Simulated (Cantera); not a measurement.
**Equilibrium for carbon deposition, reforming and gasification: C6H6 + CO2 + H2**

A closed system holds: 1 mol C6H6, 0.031 mol CO2, 5.4 mol H2, equilibrated at 4.05 Torr.

Cantera equilibrium calculation (NASA polynomials, part measured and part estimated; ideal gas, pure solids and liquids). Candidate condensed phases: C, C6H6, C7H8, C8H18, H2O; 110 gas species. The numbers say what is thermodynamically allowed, not how fast it happens.

```json
[
 {"T (K)": "1423", "x H2": "0.993", "x H": "9.01e-5", "x C2H2 (acetylene)": "3.41e-6", "x CO": "0.00733", "x C3": "<1e-12", "x C2H": "<1e-12", "x C": "<1e-12", "x C2": "<1e-12", "n C(graphite)": "5.97"},
 {"T (K)": "1573", "x H2": "0.992", "x H": "0.000551", "x C2H2 (acetylene)": "2.05e-5", "x CO": "0.00732", "x C3": "<1e-12", "x C2H": "3.30e-11", "x C": "<1e-12", "x C2": "<1e-12", "n C(graphite)": "5.97"},
 {"T (K)": "1723", "x H2": "0.990", "x H": "0.00247", "x C2H2 (acetylene)": "8.96e-5", "x CO": "0.00732", "x C3": "1.81e-12", "x C2H": "1.39e-9", "x C": "5.49e-12", "x C2": "<1e-12", "n C(graphite)": "5.97"},
 {"T (K)": "1873", "x H2": "0.984", "x H": "0.00871", "x C2H2 (acetylene)": "0.000307", "x CO": "0.00729", "x C3": "1.81e-10", "x C2H": "3.21e-8", "x C": "3.03e-10", "x C2": "1.50e-11", "n C(graphite)": "5.96"},
 {"T (K)": "2023", "x H2": "0.966", "x H": "0.0254", "x C2H2 (acetylene)": "0.000863", "x CO": "0.00723", "x C3": "8.98e-9", "x C2H": "4.59e-7", "x C": "9.20e-9", "x C2": "7.63e-10", "n C(graphite)": "5.95"},
 {"T (K)": "2173", "x H2": "0.928", "x H": "0.0632", "x C2H2 (acetylene)": "0.00205", "x CO": "0.00710", "x C3": "2.57e-7", "x C2H": "4.48e-6", "x C": "1.74e-7", "x C2": "2.23e-8", "n C(graphite)": "5.93"},
 {"T (K)": "2323", "x H2": "0.852", "x H": "0.137", "x C2H2 (acetylene)": "0.00413", "x CO": "0.00683", "x C3": "4.72e-6", "x C2H": "3.17e-5", "x C": "2.24e-6", "x C2": "4.21e-7", "n C(graphite)": "5.89"},
 {"T (K)": "2473", "x H2": "0.727", "x H": "0.259", "x C2H2 (acetylene)": "0.00701", "x CO": "0.00638", "x C3": "6.02e-5", "x C2H": "0.000169", "x C": "2.12e-5", "x C2": "5.52e-6", "n C(graphite)": "5.83"},
 {"T (K)": "2623", "x H2": "0.556", "x H": "0.427", "x C2H2 (acetylene)": "0.00985", "x CO": "0.00575", "x C3": "0.000569", "x C2H": "0.000697", "x C": "0.000154", "x C2": "5.36e-5", "n C(graphite)": "5.72"},
 {"T (K)": "2773", "x H2": "0.365", "x H": "0.611", "x C2H2 (acetylene)": "0.0111", "x CO": "0.00504", "x C3": "0.00418", "x C2H": "0.00224", "x C": "0.000906", "x C2": "0.000406", "n C(graphite)": "5.45"}
]
```
x: gas mole fraction; n: condensed amount in mol.

From 1423 K to 2773 K the condensed part is C(graphite). The main C-bearing gas is CO at 1423 K and C2H2 (acetylene) at 2773 K.
